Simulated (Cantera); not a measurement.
Standard-state values (1 bar) from the NASA 1993 polynomials, evaluated with Cantera. Values are per mole of reaction as written; species without (g) are pure solids or liquids, kept so even where they would boil at 1 bar. ZrN: taken at fixed stoichiometry.

ZrN + 4 OH(g) → NO₂(g) + ZrO₂(g) + 2 H₂(g)

```csv
T (K),ΔH° (kJ),ΔS° (J/K),ΔG° (kJ),log10 K
675,-48.7,-9.1,-42.5,3.29
825,-49.6,-10.3,-41.1,2.60
975,-50.4,-11.2,-39.5,2.11
1125,-51.4,-12.1,-37.7,1.75
1275,…,…,…,…
1425,-53.9,-14.1,-33.8,1.24
1575,…,…,…,…
1725,-57.2,-16.2,-29.2,0.88
```

### Question
Complete the blanks.

### Answer

- 1275, ΔH° (kJ): -52.5
- 1275, ΔS° (J/K): -13.1
- 1275, ΔG° (kJ): -35.8
- 1275, log10 K: 1.47
- 1575, ΔH° (kJ): -55.5
- 1575, ΔS° (J/K): -15.2
- 1575, ΔG° (kJ): -31.6
- 1575, log10 K: 1.05
